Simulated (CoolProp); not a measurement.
Hydrogen chloride at 393.42 K and 0.196 MPa is throttled through a valve to 0.0751 MPa with no heat exchange. Each further row changes one setting.

The numbers come from the reference Helmholtz-energy equation of state, Thol 2018 in CoolProp.

```
case                        temperature change (K)  final density (kg/m³)
--------------------------  ----------------------  ---------------------
as stated                                        …                      …
outlet pressure 0.0225 MPa                       …                      …
outlet pressure 0.0976 MPa                       …                   1.09
```

### Question
What belongs in the gaps?

### Answer

- as stated, temperature change (K): -1.0
- as stated, final density (kg/m³): 0.841
- outlet pressure 0.0225 MPa, temperature change (K): -1.5
- outlet pressure 0.0225 MPa, final density (kg/m³): 0.252
- outlet pressure 0.0976 MPa, temperature change (K): -0.9
